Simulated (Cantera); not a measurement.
# Stirred combustor or abatement burner

A perfectly stirred reactor is fed with CO : H2 : CH4 : O2 : N2 : CO2 = 1 : 0.088 : 0.23 : 1.02 : 3.85 : 0.16 (molar parts), equivalence ratio 0.98, at 4.93 atm; it is adiabatic with a 675 K inlet, and is followed from long to short residence time, starting on the burning branch (τ in s: 0.19, 0.095, 0.047, 0.023, 0.011, 0.0056, 0.0027, 0.0013, 0.00066, 0.00033, 0.00016, 7.9e-05).

Detailed kinetics in Cantera: GRI-Mech 3.0 (53 species, 325 reactions).

```tsv
τ (s)	T (K)	x CO	x H2	x CH4	x NO2	x H2O	x HCO
0.19	2482	0.0273	0.00189	1.03e-7	2.54e-6	0.0886	1.03e-8
0.095	2481	0.0273	0.00189	2.05e-7	2.48e-6	0.0886	1.16e-8
0.047	2480	0.0275	0.00191	4.09e-7	2.37e-6	0.0885	1.44e-8
0.023	2478	0.0279	0.00193	8.17e-7	2.17e-6	0.0884	2.00e-8
0.011	2473	0.0287	0.00199	1.64e-6	1.85e-6	0.0882	3.20e-8
0.0056	2463	0.0301	0.00209	3.03e-6	1.49e-6	0.0879	5.41e-8
0.0027	2443	0.0327	0.00230	5.68e-6	1.10e-6	0.0873	1.02e-7
0.0013	2409	0.0369	0.00264	1.03e-5	7.48e-7	0.0863	2.01e-7
0.00066	2362	0.0424	0.00310	1.73e-5	4.92e-7	0.0850	3.83e-7
0.00033	2300	0.0493	0.00372	2.91e-5	3.00e-7	0.0832	7.43e-7
0.00016	2221	0.0576	0.00448	5.11e-5	1.73e-7	0.0811	1.48e-6
7.9e-5	2132	0.0667	0.00530	9.18e-5	1.05e-7	0.0787	2.87e-6
```
x: mole fraction; the columns are a selection and need not sum to one.
